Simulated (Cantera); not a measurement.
Cantera run, input and output.

```python
import numpy as np
import cantera as ct

gas = ct.Solution("h2o2.yaml")
gas.TPX = 1250, 13332, {'H2': 1, 'O2': 1, 'N2': 0.88}
inlet = ct.Reservoir(gas, clone=True)

reactor = ct.IdealGasConstPressureReactor(gas, energy="off", clone=False)
exhaust = ct.Reservoir(gas, clone=True)
tau = [0.68, 0.23, 0.079, 0.027, 0.0092, 0.0031, 0.0011, 0.00036, 0.00012][0]
for a, b in ((inlet, reactor), (reactor, exhaust)):
    ct.MassFlowController(a, b, mdot=lambda t: reactor.mass / tau)
net = ct.ReactorNet([reactor])
show = ['H2', 'O2', 'H2O2', 'OH', 'H', 'H2O']

rows = []
print(f"{'tau/s':>10s}{'T/K':>9s}" + "".join(f"{s:>11s}" for s in show))
for tau in [0.68, 0.23, 0.079, 0.027, 0.0092, 0.0031, 0.0011, 0.00036, 0.00012]:
    net.initial_time = 0.0
    net.advance(30 * tau)
    before = gas.X
    net.advance(40 * tau)
    drift = np.max(np.abs(gas.X - before) / (gas.X + 1e-9))
    rows.append([gas.T, *gas[show].X, drift])
    print(f"{tau:10.3e}{gas.T:9.1f}" + "".join(f"{x:11.3e}" for x in gas[show].X))
```

Output:

```
     tau/s      T/K         H2         O2       H2O2         OH          H        H2O
 6.800e-01   1250.0  4.135e-04  2.099e-01  9.828e-07  8.202e-04  3.699e-05  4.191e-01
 2.300e-01   1250.0  8.452e-04  2.098e-01  1.473e-06  1.180e-03  1.102e-04  4.183e-01
 7.900e-02   1250.0  1.693e-03  2.098e-01  2.112e-06  1.697e-03  3.216e-04  4.167e-01
 2.700e-02   1250.0  3.351e-03  2.098e-01  2.886e-06  2.456e-03  9.371e-04  4.135e-01
 9.200e-03   1250.0  6.526e-03  2.100e-01  3.705e-06  3.568e-03  2.706e-03  4.072e-01
 3.100e-03   1250.0  1.250e-02  2.105e-01  4.376e-06  5.178e-03  7.705e-03  3.943e-01
 1.100e-03   1250.0  2.250e-02  2.119e-01  4.597e-06  7.226e-03  1.979e-02  3.701e-01
 3.600e-04   1250.0  4.014e-02  2.154e-01  4.208e-06  9.760e-03  4.786e-02  3.225e-01
 1.200e-04   1250.0  6.724e-02  2.237e-01  3.495e-06  1.181e-02  8.655e-02  2.551e-01
```

Model: the H2/O2 subset of GRI-Mech 3.0, which has no nitrogen chemistry, integrated in Cantera. The temperature is held fixed by assumption; the heat of reaction is taken as removed at once.
